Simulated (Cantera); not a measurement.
A closed system holds: 1 mol toluene, 1.7 mol O2, 2.3 mol H2, 2.3 mol CO2, at 3.00 Torr.

Cantera equilibrium calculation (NASA polynomials, part measured and part estimated; ideal gas, pure solids and liquids). Candidate condensed phases: C, C6H6, C7H8, C8H18, H2O; 110 gas species. Equilibrium is a limit: real reactors are often held back by kinetics, nucleation or transport.

### Question
At 1623 K, list the 4 most abundant gas species with their mole fractions, and the condensed phases.

### Answer
CO 0.559, H2 0.440, H 0.000725, C2H2 (acetylene) 1.53e-5. Condensed: C(graphite).
